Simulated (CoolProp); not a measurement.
Vapour-liquid equilibrium of carbon monoxide (1) + methane (2) at -164.95 °C; x and y are mole fractions of (1).

Values from CoolProp's multi-fluid Helmholtz-energy mixture model, Lemmon 2006 and Setzmann 1991; pair parameters Kunz 2012.

### Question
Give the bubble pressure and the first vapour's composition at x = 0.05, 0.25, 0.85. Is there an azeotrope?

### Answer
x = 0.05: 1.253 bar, y = 0.417; x = 0.25: 3.338 bar, y = 0.813; x = 0.85: 8.235 bar, y = 0.972. No azeotrope shows between x = 0.05 and 0.95.

Pair parameters are fitted to limited data, so mixtures are less certain than the pure fluids.
